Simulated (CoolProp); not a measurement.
Computed with CoolProp (reference Helmholtz-energy equation of state, Colonna 2008). It is a short technical equation, of lower accuracy than the large ones.

Q: For dodecamethylcyclohexasiloxane (D6), give the phase and the cv (kJ/(kg K)), speed of sound (m/s) at 337.25 °C and 4210 kPa.

A: 
- 337.25 °C and 4210 kPa: liquid; cv 1.97, speed of sound 266
